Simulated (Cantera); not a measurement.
Input (Python, Cantera) and output of one run.

```python
import numpy as np
import cantera as ct

gas_names = """
    CL CL2 H HCL H2 N NH NH2 NH3 N2 N2H2 N2H4 Si SiCL SiCL2 SiCL3 SiCL4 SiH SiHCL3 SiH2 SiH2CL2 SiH3
    SiH3CL SiH4 SiN Si2 Si2N Si3
""".split()
cond_names = """
    NH4CL(a) NH4CL(b) Si(cr) Si(L) Si3N4(a)
""".split()


# ... load() reads the species with a 1 bar reference pressure and builds the phases ...
atoms = {
    'SiHCl3': {'Si': 1, 'H': 1, 'CL': 3},
    'Cl2': {'CL': 2},
    'N2': {'N': 2},
}
top_T = {'Si3N4(a)': 2400}  # K; cautious upper limits of use, not melting points


# ... equilibrate(T, P, feed) seeds the gas with the atoms and calls Mixture.equilibrate('TP', solver="vcs", rtol=1e-11, max_steps=5000) ...
results = []
feed = {'SiHCl3': 1, 'Cl2': 0.012, 'N2': 27}  # mol
T = 1048  # K
P = 18000  # Pa
mix = equilibrate(T, P, feed)
results.append((T, P, feed, dict(zip(mix.species_names, mix.species_moles))))
x = sorted(zip(gas.X, gas.species_names), reverse=True)
print(f"T = {T:g} K  P = {P:g} Pa  gas = {mix.phase_moles(0):.4g} mol")
print("   x: " + "  ".join(f"{s} {v:.3e}" for v, s in x if v > 0.001))
print("   condensed (mol): " + ("  ".join(f"{mix.phase(i).name} {mix.phase_moles(i):.4g}"
      for i in range(1, mix.n_phases) if mix.phase_moles(i) > 1e-12) or "none"))
```

Result:

```
T = 1048 K  P = 18000 Pa  gas = 28.16 mol
   x: N2 9.478e-01  HCL 3.039e-02  SiCL4 1.921e-02  H2 2.551e-03
   condensed (mol): Si3N4(a) 0.1526
```

Method: chemical equilibrium by Gibbs-energy minimisation in Cantera with the NASA 1993 tables (ideal gas, pure condensed phases). N2 is the only nitrogen source here; it is nearly inert below about 1500 K, so the nitride shown seldom forms there in practice. The tables' values for SiCl3 are old estimates; treat these amounts as uncertain.
